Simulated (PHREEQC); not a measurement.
Consider water at 25 °C with 3.8 mol/kgw KCl and 0.59 mol/kgw SrCl2. Closed to the air; pH follows from the charge balance.

Equilibrium calculation in PHREEQC: Pitzer model, pitzer.dat.

**Question.** The ionic strength comes out as 5.57 mol/kgw. What activity coefficients do Cl-, Sr+2, K+ get?

**Answer.** Cl- 0.60, Sr+2 0.52, K+ 0.67. Single-ion values are on the MacInnes scale.

No solid was allowed to form.
